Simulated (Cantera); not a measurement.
Pyrogenic steam for wet oxidation

An isothermal, constant-pressure homogeneous reactor starts with H2 : O2 : N2 = 0.6 : 1 : 0.58 (molar parts), equivalence ratio 0.30, at 1175 K and 0.138 atm.

Computed with Cantera and GRI-Mech 3.0 (53 species, 325 reactions). The temperature is held fixed by assumption; the heat of reaction is taken as removed at once.

| t (s) | x H2 | x O2 | x OH | x H2O2 | x H2O | x N2O | x H |
|---|---|---|---|---|---|---|---|
| 7.00e-6 | 0.275 | 0.459 | 7.78e-10 | 3.47e-12 | 1.77e-9 | <1e-12 | 5.69e-9 |
| 3.67e-5 | 0.275 | 0.459 | 4.32e-8 | 1.06e-10 | 3.06e-7 | <1e-12 | 2.45e-7 |
| 0.000192 | 0.0414 | 0.354 | 0.0115 | 4.50e-6 | 0.193 | 3.87e-9 | 0.0888 |
| 0.00101 | 0.000786 | 0.372 | 0.00129 | 3.28e-6 | 0.317 | 2.27e-8 | 0.000193 |
| 0.00529 | 2.19e-5 | 0.372 | 0.000238 | 5.17e-7 | 0.319 | 2.57e-8 | 1.14e-6 |
| 0.0277 | 1.20e-6 | 0.372 | 7.23e-5 | 8.84e-8 | 0.319 | 2.65e-8 | 2.99e-8 |
| 0.145 | 1.47e-7 | 0.372 | 2.75e-5 | 1.67e-8 | 0.319 | 2.68e-8 | 1.65e-9 |
| 0.763 | 2.59e-8 | 0.372 | 1.18e-5 | 3.48e-9 | 0.319 | 2.61e-8 | 1.33e-10 |
| 4.00 | 1.08e-8 | 0.372 | 7.28e-6 | 1.43e-9 | 0.319 | 2.13e-8 | 3.54e-11 |
x: mole fraction; the columns are a selection and need not sum to one.

Equilibrium at this temperature and pressure: H2 1.05e-8, O2 0.372, OH 7.15e-6, H2O2 1.39e-9, H2O 0.319, N2O 2.25e-9, H 3.38e-11 (gas phase only).
